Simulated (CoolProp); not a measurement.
Properties of R1224YDZ along the isobar 0.296 MPa.

The numbers come from the reference Helmholtz-energy equation of state, Akasaka 2023 in CoolProp.

```csv
T (K),phase,density (kg/m³),cp (kJ/(kg K)),expansivity (1/kK),fugacity coefficient
265.2,liquid,1447,1.089,1.749,0.1277
277.4,liquid,?,1.109,1.837,?
289.5,liquid,1384,1.132,1.944,0.3479
301.7,liquid,?,1.156,2.077,0.5316
313.9,liquid,1315,1.184,2.244,?
326,gas,17.81,0.8878,4.387,0.9182
338.2,gas,16.93,0.8891,?,0.9290
350.3,gas,16.16,0.8956,3.665,0.9378
362.5,gas,?,0.9052,3.416,0.9451
374.7,gas,14.87,0.9168,3.211,0.9512
```

Problem. What belongs in the gaps?

Solution. 
- 277.4, density (kg/m³): 1416
- 277.4, fugacity coefficient: 0.2174
- 301.7, density (kg/m³): 1351
- 313.9, fugacity coefficient: 0.7772
- 338.2, expansivity (1/kK): 3.977
- 362.5, density (kg/m³): 15.48
